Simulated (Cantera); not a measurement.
A freely propagating, adiabatic, planar premixed flame of H₂ : O₂ : N₂ : H₂O = 1 : 0.227 : 0.855 : 0.047 (molar parts), equivalence ratio 2.2, unburnt at 650 K and 1000000 Pa; mixture-averaged transport, grid criteria slope 0.08 and curve 0.16, no radiation.

Cantera simulation using the H2/O2 subset of GRI-Mech 3.0, which has no nitrogen chemistry; the numbers are that mechanism's predictions, not measurements. The hydrogen kinetics of GRI-Mech 3.0 are dated; newer H2 mechanisms differ, most at raised pressure. Burning velocities carry a grid error of a few per cent, more on coarse grids.

Q: Predict: laminar burning velocity; thermal thickness; peak x(H₂O₂); peak x(H); peak x(HO₂).

A: 
| Item | Result |
|---|---|
| laminar burning velocity | 874 cm/s |
| thermal thickness | 0.0252 mm |
| peak x(H₂O₂) | 8.80e-5 |
| peak x(H) | 0.0378 |
| peak x(HO₂) | 0.00128 |
